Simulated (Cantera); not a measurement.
Feed: 1 mol AlN, 13 mol O2, held at 1273 K and 0.0263 Torr.

Cantera equilibrium calculation (NASA polynomials, part measured and part estimated; ideal gas, pure solids and liquids). Candidate condensed phases: Al, AlN, Al2O3; 16 gas species. The numbers say what is thermodynamically allowed, not how fast it happens.

Base state: O2 0.961, N2 0.0391, NO 0.000158, O 1.78e-5 (mole fractions); condensed: Al2O3(s).

Q: What changes in the equilibrium state with this change: AlN replaced by Si3N4?

A: 
```
species                before     after
-------------------  --------  --------
O2                      0.961     0.833
N2                     0.0391     0.167
NO                   0.000158  0.000303
O                     1.78e-5   1.66e-5
Al2O3(s), mol           0.500         0
SiO2(β-quartz), mol         0      3.00
```
The tables hold silica as quartz up to 1696 K and as liquid above; real silica turns to tridymite and cristobalite and melts near 1996 K. Further candidate phases: Si, SiO2, Si2N2O, Si3N4.
